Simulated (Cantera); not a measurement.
A closed system holds: 1 mol Si, 2.2 mol Br2, at 1050 K and 0.230 bar.

Method: chemical equilibrium by Gibbs-energy minimisation in Cantera with the NASA 1993 tables (ideal gas, pure condensed phases). Candidate condensed phases: Br2, Si; 9 gas species. Equilibrium is a limit: real reactors are often held back by kinetics, nucleation or transport.

Base state: SiBr4 0.830, Br2 0.162, Br 0.00843 (mole fractions); condensed: gas only.

### Question
What changes in the equilibrium state with this change: temperature from 1050 K to 1548 K?

### Answer
```json
[
 {"species": "SiBr4", "before": "0.830", "after": "0.742"},
 {"species": "Br", "before": "0.00843", "after": "0.192"},
 {"species": "Br2", "before": "0.162", "after": "0.0580"},
 {"species": "SiBr2", "before": "<1e-9", "after": "0.000913"},
 {"species": "SiBr3", "before": "1.13e-6", "after": "0.00648"}
]
```
The tables' values for SiBr3 are old estimates; treat these amounts as uncertain.
